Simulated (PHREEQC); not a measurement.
Synthetic water in mg/kgw, 25 °C, pH 4.11, pe 9: Na 1830; K 143; Ca 2.12; Mg 26.6; Cl 944; S(6) as SO4 2970; Cu(2) 160; Zn 11.2; N(5) as NO3 0.845; Fe(3) 14.3; Mn(2) 0.931.

Valence states are taken as typed.

Computed with PHREEQC (ion-association model, phreeqc.dat).

Q: The ionic strength comes out as 0.111 mol/kgw. What activity coefficients do H+, Fe(OH)2+, ZnCl+, CuCl+, Ca+2 get?

A: H+ 0.82, Fe(OH)2+ 0.78, ZnCl+ 0.76, CuCl+ 0.76, Ca+2 0.38.

No solid was allowed to form. Saturation is exceeded, for instance for Jarosite-K, Fe(OH)3(a); the values hold only as long as no solid forms. Complexes and solids missing from the database can't appear.
